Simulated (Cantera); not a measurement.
A perfectly stirred reactor is fed with H₂ : O₂ : N₂ : H₂O = 1 : 0.658 : 2.47 : 0.82 (molar parts), at 7.11 atm; it is adiabatic with a 725 K inlet, and is followed from long to short residence time, starting on the burning branch (τ in s: 0.31, 0.11, 0.042, 0.016, 0.0057, 0.0021, 0.00078, 0.00029, 0.00011, 3.9e-05).

Cantera simulation using the H2/O2 subset of GRI-Mech 3.0, which has no nitrogen chemistry; the numbers are that mechanism's predictions, not measurements. The hydrogen kinetics of GRI-Mech 3.0 are dated; newer H2 mechanisms differ, most at raised pressure.

```
quantity                                                                          before                                   after
------------------------------------------------  --------------------------------------  --------------------------------------
blow-out, bracketed by the residence times tried  burning at 39.0 µs, the shortest tried  burning at 39.0 µs, the shortest tried
x(H₂) at τ = 0.310 s                                                            0.000565                                0.000726
x(O₂) at τ = 0.310 s                                                              0.0350                                  0.0349
x(H₂O) at τ = 0.310 s                                                              0.407                                   0.406
x(H₂O₂) at τ = 0.310 s                                                           5.56e-7                                 6.20e-7
x(H) at τ = 0.310 s                                                              3.19e-5                                 4.55e-5
x(H₂) at τ = 2.10 ms                                                             0.00124                                 0.00135
x(O₂) at τ = 2.10 ms                                                              0.0351                                  0.0350
x(H₂O) at τ = 2.10 ms                                                              0.405                                   0.405
x(H₂O₂) at τ = 2.10 ms                                                           7.54e-7                                 7.75e-7
x(H) at τ = 2.10 ms                                                              8.47e-5                                 9.86e-5
```

**Question.** Which change was made?
(A) pressure from 7.11 atm to 0.888 atm
(B) N2 2.47 to 3.6 parts
(C) H2O 0.82 to 1.1 parts
(D) inlet temperature 725 to 775 K

**Answer.** D, inlet temperature 725 to 775 K
